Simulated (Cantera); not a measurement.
A closed system holds: 1 mol Pb, 1.7 mol CO, 1.8 mol N2, 1.5 mol O2, held at 0.960 bar.

Equilibrium computed with Cantera from the NASA thermochemical tables; the gas is ideal and each condensed phase is pure. Candidate condensed phases: C, Pb, PbO, PbO2, Pb3O4; 27 gas species. Gases not in the tables: (PbO)n polymers. Kinetics and transport are ignored.

Task: Which condensed phases are stable at each of these points (T (K)): 850, 900, 950, 1000, 1050, 1100, 1150, 1200, 1250, 1300, 1350, 1400?

Result: 
| T (K) | condensed phases | Pb condensed (%) |
|---|---|---|
| 850 | PbO(yellow) | 100.0 |
| 900 | PbO(yellow) | 100.0 |
| 950 | PbO(yellow) | 100.0 |
| 1000 | PbO(yellow) | 100.0 |
| 1050 | PbO(yellow) | 100.0 |
| 1100 | PbO(yellow) | 100.0 |
| 1150 | PbO(yellow) | 100.0 |
| 1200 | PbO(l) | 100.0 |
| 1250 | PbO(l) | 99.9 |
| 1300 | PbO(l) | 99.8 |
| 1350 | PbO(l) | 99.6 |
| 1400 | PbO(l) | 99.1 |

From 850 K to 1150 K the condensed part is PbO(yellow). From 1200 K to 1400 K the condensed part is PbO(l).
